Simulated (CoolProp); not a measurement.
Fluoroethane (R161) along the isobar 0.101 MPa: fugacity coefficient from the reference equation and from simpler models built on Tc = 375.2 K, pc = 5.010 MPa, ω = 0.216; each cubic takes its own stable root.

Computed with CoolProp (reference Helmholtz-energy equation of state, Wu 2012).

```json
[
 {"T (K)": "157.7", "phase": "liquid", "reference": "0.003245", "van der Waals": "0.3797", "Soave-Redlich-Kwong": "0.003105"},
 {"T (K)": "162.3", "phase": "liquid", "reference": "0.005467", "van der Waals": "0.4743", "Soave-Redlich-Kwong": "0.005222"},
 {"T (K)": "167", "phase": "liquid", "reference": "0.008997", "van der Waals": "0.5876", "Soave-Redlich-Kwong": "0.008590"},
 {"T (K)": "171.7", "phase": "liquid", "reference": "0.01434", "van der Waals": "0.7193", "Soave-Redlich-Kwong": "0.01370"},
 {"T (K)": "176.4", "phase": "liquid", "reference": "0.02219", "van der Waals": "0.8707", "Soave-Redlich-Kwong": "0.02123"},
 {"T (K)": "181.1", "phase": "liquid", "reference": "0.03344", "van der Waals": "0.9687", "Soave-Redlich-Kwong": "0.03206"},
 {"T (K)": "185.7", "phase": "liquid", "reference": "0.04878", "van der Waals": "0.9704", "Soave-Redlich-Kwong": "0.04688"},
 {"T (K)": "190.4", "phase": "liquid", "reference": "0.07016", "van der Waals": "0.9719", "Soave-Redlich-Kwong": "0.06761"},
 {"T (K)": "195.1", "phase": "liquid", "reference": "0.09881", "van der Waals": "0.9734", "Soave-Redlich-Kwong": "0.09552"},
 {"T (K)": "199.8", "phase": "liquid", "reference": "0.1365", "van der Waals": "0.9747", "Soave-Redlich-Kwong": "0.1324"},
 {"T (K)": "204.4", "phase": "liquid", "reference": "0.1841", "van der Waals": "0.9760", "Soave-Redlich-Kwong": "0.1792"},
 {"T (K)": "209.1", "phase": "liquid", "reference": "0.2459", "van der Waals": "0.9771", "Soave-Redlich-Kwong": "0.2401"},
 {"T (K)": "213.8", "phase": "liquid", "reference": "0.3234", "van der Waals": "0.9782", "Soave-Redlich-Kwong": "0.3169"}
]
```

At some of these states van der Waals gives the other phase, because its saturation line lies elsewhere.
